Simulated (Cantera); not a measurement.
An adiabatic, constant-volume homogeneous reactor starts with CH₄ : O₂ : N₂ = 1 : 3.7 : 13.9 (molar parts), equivalence ratio 0.54, at 1323 K and 1000000 Pa. Integrator tolerance rtol = 1e-08.

Computed with Cantera and GRI-Mech 3.0 (53 species, 325 reactions).

Task: What does this change do: 0.13 parts H2 added?

Result: 
| quantity | before | after |
|---|---|---|
| time of steepest temperature rise | 0.833 ms | 0.355 ms |
| temperature at 0.200 s | 2604 K | 2637 K |
| equilibrium temperature | 2604 K | 2637 K |
| x(CH₄) at 0.200 s | <1e-12 (gas-phase equilibrium <1e-12) | <1e-12 (gas-phase equilibrium <1e-12) |
| x(O₂) at 0.200 s | 0.0817 (gas-phase equilibrium 0.0817) | 0.0777 (gas-phase equilibrium 0.0777) |
| x(C₂H₄) at 0.200 s | <1e-12 (gas-phase equilibrium <1e-12) | <1e-12 (gas-phase equilibrium <1e-12) |
| x(NO) at 0.200 s | 0.0166 (gas-phase equilibrium 0.0166) | 0.0170 (gas-phase equilibrium 0.0170) |
| x(OH) at 0.200 s | 0.00751 (gas-phase equilibrium 0.00751) | 0.00834 (gas-phase equilibrium 0.00834) |
| x(N₂O) at 0.200 s | 3.96e-6 (gas-phase equilibrium 3.96e-6) | 4.07e-6 (gas-phase equilibrium 4.07e-6) |
| x(H) at 0.200 s | 0.000248 (gas-phase equilibrium 0.000248) | 0.000313 (gas-phase equilibrium 0.000313) |

Task: What does this change do: pressure from 1000000 Pa to 71000 Pa?

Result: 
```
quantity                                                              before                                    after
---------------------------------  -----------------------------------------  ---------------------------------------
time of steepest temperature rise                                   0.833 ms                                  8.08 ms
temperature at 0.200 s                                                2604 K                                   2525 K
equilibrium temperature                                               2604 K                                   2525 K
x(CH₄) at 0.200 s                      <1e-12 (gas-phase equilibrium <1e-12)    <1e-12 (gas-phase equilibrium <1e-12)
x(O₂) at 0.200 s                       0.0817 (gas-phase equilibrium 0.0817)    0.0826 (gas-phase equilibrium 0.0826)
x(C₂H₄) at 0.200 s                     <1e-12 (gas-phase equilibrium <1e-12)    <1e-12 (gas-phase equilibrium <1e-12)
x(NO) at 0.200 s                       0.0166 (gas-phase equilibrium 0.0166)    0.0146 (gas-phase equilibrium 0.0146)
x(OH) at 0.200 s                     0.00751 (gas-phase equilibrium 0.00751)    0.0114 (gas-phase equilibrium 0.0114)
x(N₂O) at 0.200 s                    3.96e-6 (gas-phase equilibrium 3.96e-6)  9.12e-7 (gas-phase equilibrium 9.12e-7)
x(H) at 0.200 s                    0.000248 (gas-phase equilibrium 0.000248)  0.00107 (gas-phase equilibrium 0.00107)
```
